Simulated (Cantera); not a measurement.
Input: 1 mol HgO, 0.12 mol H2, equilibrated at 750 Torr.

Cantera equilibrium calculation (NASA polynomials, part measured and part estimated; ideal gas, pure solids and liquids). Candidate condensed phases: H2O, Hg, HgO; 10 gas species. Rates play no part.

### Question
Which condensed phases are stable at each of these points (T (K)): 698, 748, 798, 848, 898, 948, 998, 1048, 1098, 1148, 1198, 1248?

### Answer
| T (K) | condensed phases | Hg condensed (%) |
|---|---|---|
| 698 | HgO(s) | 80.4 |
| 748 | gas only | 0.0 |
| 798 | gas only | 0.0 |
| 848 | gas only | 0.0 |
| 898 | gas only | 0.0 |
| 948 | gas only | 0.0 |
| 998 | gas only | 0.0 |
| 1048 | gas only | 0.0 |
| 1098 | gas only | 0.0 |
| 1148 | gas only | 0.0 |
| 1198 | gas only | 0.0 |
| 1248 | gas only | 0.0 |

At 698 K the condensed part is HgO(s). From 748 K to 1248 K nothing is condensed.
